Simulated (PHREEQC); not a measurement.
Solution (49 °C): 0.38 mol/kgw Na2SO4, 0.29 mol/kgw KCl and 0.00046 mol/kgw H4SiO4. Closed to the air; pH follows from the charge balance.

Computed with PHREEQC (Pitzer model, pitzer.dat).

```csv
quantity,before,after
pH,6.72,6.72
HSO4- (mol/kgw),1.85e-6,9.47e-8
SI of Arcanite (K2SO4),-1.60,-6.19
SI of Thenardite (Na2SO4),-1.92,-6.58
```

**Question.** Name the change that produced these shifts.
(A) temperature from 49 to 55 °C
(B) H4SiO4 left out
(C) diluted 100-fold with water
(D) diluted 2-fold with water
(E) temperature from 49 to 85 °C

**Answer.** C, diluted 100-fold with water

No solid was allowed to form. In brines, pH and single-ion activities rest on the MacInnes convention. Away from 25 °C the constants follow the database's enthalpies or fits; those with neither stay at their 25 °C values.
